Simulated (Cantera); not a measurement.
A Cantera script and its output.

```python
import numpy as np
import cantera as ct

gas = ct.Solution("gri30.yaml")
gas.TPX = 1125, 260, {'H2': 0.016, 'O2': 1}
reactor = ct.IdealGasConstPressureReactor(gas, energy="off", clone=False)
net = ct.ReactorNet([reactor])
net.rtol, net.atol = 1e-08, 1e-18
show = ['H2', 'O2', 'H2O', 'OH', 'O', 'HO2', 'H']
times = np.geomspace(4e-06, 300, 9)

steps = ct.SolutionArray(gas, extra=["t"])
rows = []
print(f"{'t/s':>10s}{'T/K':>9s}{'P/Pa':>11s}" + "".join(f"{s:>11s}" for s in show))
for t in times:
    while net.time < t:
        t_next = net.step()
        steps.append(gas.state, t=t_next)
    rows.append([np.interp(t, steps.t, y) for y in (steps.T, steps.P, *steps(*show).X.T)])
    print(f"{t:10.3e}{rows[-1][0]:9.1f}{rows[-1][1]:11.4g}" + "".join(f"{x:11.3e}" for x in rows[-1][2:]))
rate = np.gradient(steps.T, steps.t)
print("integrator steps:", len(steps.t))
if steps.T.max() > steps.T[0] + 200:
    print(f"time of steepest temperature rise: {steps.t[rate.argmax()]:.4e} s")
gas.TPX = 1125, 260, {'H2': 0.016, 'O2': 1}
gas.equilibrate("TP")
print(f"equilibrium (TP): T = {gas.T:.1f} K  " + "  ".join(f"{s} {gas[s].X[0]:.3e}" for s in show))
```

Result:

```
       t/s      T/K       P/Pa         H2         O2        H2O         OH          O        HO2          H
 4.000e-06   1125.0        260  1.575e-02  9.843e-01  1.944e-17  1.575e-14  1.576e-14  2.442e-12  2.426e-12
 3.859e-05   1125.0        260  1.575e-02  9.843e-01  1.495e-14  1.384e-12  1.392e-12  2.356e-11  2.218e-11
 3.722e-04   1125.0        260  1.575e-02  9.843e-01  1.010e-11  8.949e-11  9.503e-11  2.273e-10  1.422e-10
 3.591e-03   1125.0        260  1.575e-02  9.843e-01  3.393e-09  3.101e-09  4.499e-09  2.196e-09  1.083e-09
 3.464e-02   1125.0        260  1.156e-02  9.807e-01  3.214e-03  1.315e-03  2.570e-03  4.528e-07  6.356e-04
 3.342e-01   1125.0        260  9.150e-05  9.719e-01  1.470e-02  8.974e-04  1.132e-02  3.479e-07  1.047e-03
 3.224e+00   1125.0        260  3.193e-05  9.800e-01  1.544e-02  5.321e-04  3.807e-03  2.243e-07  2.070e-04
 3.110e+01   1125.0        260  1.180e-06  9.839e-01  1.582e-02  1.028e-04  1.389e-04  3.405e-08  1.454e-06
 3.000e+02   1125.0        260  2.838e-08  9.841e-01  1.586e-02  1.601e-05  3.354e-06  1.913e-09  5.465e-09
integrator steps: 1577
equilibrium (TP): T = 1125.0 K  H2 7.613e-10  O2 9.841e-01  H2O 1.587e-02  OH 2.629e-06  O 9.038e-08  HO2 1.579e-09  H 2.420e-11
```

Computed with Cantera and GRI-Mech 3.0 (53 species, 325 reactions). Radical loss at walls, strong at low pressure, is not modelled.
